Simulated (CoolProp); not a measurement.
Dimethyl carbonate at several states: fugacity coefficient from the reference equation and from simpler models built on Tc = 557.0 K, pc = 49.09 bar, ω = 0.346; each cubic takes its own stable root.

Model: reference Helmholtz-energy equation of state, Zhou 2011, in CoolProp.

| T (K) | p (bar) | phase | reference | van der Waals | Redlich-Kwong |
|---|---|---|---|---|---|
| 374.9 | 102 | liquid | 0.01849 | 0.1109 | 0.03964 |
| 563.1 | 11.4 | gas | 0.9239 | 0.9332 | 0.9244 |
| 505 | 172 | liquid | 0.1576 | 0.2616 | 0.1950 |
| 588.6 | 0.365 | gas | 0.9979 | 0.9981 | 0.9978 |
| 432.2 | 0.286 | gas | 0.9955 | 0.9969 | 0.9960 |
